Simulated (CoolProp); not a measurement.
A Linde-Hampson liquefier for ethane: isothermal reversible compression at 320 K from 1 atm to 40 MPa, throttling to 1 atm, return gas leaving the recuperator 10 K below the feed. Each further row changes one setting.

Values from CoolProp's reference Helmholtz-energy equation of state, Bücker 2006.

```tsv
case	liquid yield per pass	compression work (kJ/kg of gas)
as stated	[?]	414
high pressure 80 MPa	[?]	[?]
warm-end temperature 350 K	[?]	[?]
warm-end gap 15 K	[?]	414
```

### Question
Fill in the missing entries.

### Answer

- as stated, liquid yield per pass: 0.446
- high pressure 80 MPa, liquid yield per pass: 0.395
- high pressure 80 MPa, compression work (kJ/kg of gas): 499
- warm-end temperature 350 K, liquid yield per pass: 0.376
- warm-end temperature 350 K, compression work (kJ/kg of gas): 482
- warm-end gap 15 K, liquid yield per pass: 0.439
